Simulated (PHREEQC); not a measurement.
**Hard or scaling water**

A solution holds 0.71 mmol/kgw CaSO4 and 0.074 mmol/kgw Na2SO4, at 25 °C. It is in equilibrium with CO2 at log p = 0 (atm). Otherwise closed; pH follows from the charge balance.

The numbers come from PHREEQC with the ion-association model, phreeqc.dat.

This is a speciation only: nothing precipitates in the calculation.

Estimate the pH, specific conductance.

pH 3.92; specific conductance 234 µS/cm.

In which forms is Ca present?

Ca+2 92 %, CaSO4 7.4 % of the Ca.
